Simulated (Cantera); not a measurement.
Input: 1 mol Si3N4, 0.019 mol H2O, 110 mol H2, 1.6 mol O2, at 1425 K and 0.650 Pa.

Method: chemical equilibrium by Gibbs-energy minimisation in Cantera with the NASA 1993 tables (ideal gas, pure condensed phases). Candidate condensed phases: H2O, Si, SiO2, Si2N2O, Si3N4; 35 gas species. The tables hold silica as quartz up to 1696 K and as liquid above; real silica turns to tridymite and cristobalite and melts near 1996 K. The numbers say what is thermodynamically allowed, not how fast it happens.

Base state: H2 0.954, SiO 0.0252, N2 0.0174, H 0.00261, H2O 0.00101 (mole fractions); condensed: SiO2(β-quartz).

What changes in the equilibrium state with this change: temperature from 1425 K to 1998.15 K?


```json
[
 {"species": "H2", "before": "0.954", "after": "0.514"},
 {"species": "H", "before": "0.00261", "after": "0.451"},
 {"species": "SiO", "before": "0.0252", "after": "0.0202"},
 {"species": "N2", "before": "0.0174", "after": "0.0135"},
 {"species": "O", "before": "<1e-9", "after": "7.24e-5"},
 {"species": "OH", "before": "6.08e-8", "after": "0.000113"},
 {"species": "H2O", "before": "0.00101", "after": "0.00129"},
 {"species": "SiO2(β-quartz), mol", "before": "0.102", "after": "0"}
]
```

What changes in the equilibrium state with this change: temperature from 1425 K to 1150 K?


```json
[
 {"species": "H2", "before": "0.954", "after": "0.990"},
 {"species": "N2", "before": "0.0174", "after": "0.00978"},
 {"species": "SiO", "before": "0.0252", "after": "0.000383"},
 {"species": "H2O", "before": "0.00101", "after": "1.13e-6"},
 {"species": "H", "before": "0.00261", "after": "2.91e-5"},
 {"species": "SiO2(β-quartz), mol", "before": "0.102", "after": "1.13"},
 {"species": "Si2N2O(s), mol", "before": "0", "after": "0.913"}
]
```
Mutual solubility and eutectic melting of coexisting phases are not modelled.
